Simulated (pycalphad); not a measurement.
All values are pycalphad results on the COST 507 light-alloy database (1999) (1 atm), not direct measurements. The database dates from 1999; later assessments differ in places, in temperatures and in the compounds included. Phase fractions are per mole of atoms.

Give the equilibrium state of Si-1.3Fe (at.%) at 1152 °C.


```
T = 1425.00 K, P = 101325 Pa, N = 1 mol of atoms
G = -53829 J/mol, H = 27877 J/mol, S = 57.34 J/(mol K)  (SER reference)
chemical potentials (J/mol): Si -52639, Fe -144128
phase             fraction      x(Si)      x(Fe)
DIAMOND_A4          0.9567     1.0000       none
FESI2_H             0.0433     0.7000     0.3000
```

Give the equilibrium state of Si-1.3Fe (at.%) at 1302 °C.

DIAMOND_A4, fraction 0.937, with no Fe at.%; LIQUID, fraction 0.063, with 20.6 Fe at.%.

Database names, with the compositions (at.%) that they take in these runs: FESI2_H: Si 70 Fe 30. DIAMOND_A4 is diamond (Si). An entry "none" or "no" means that the model of the phase leaves that element out.
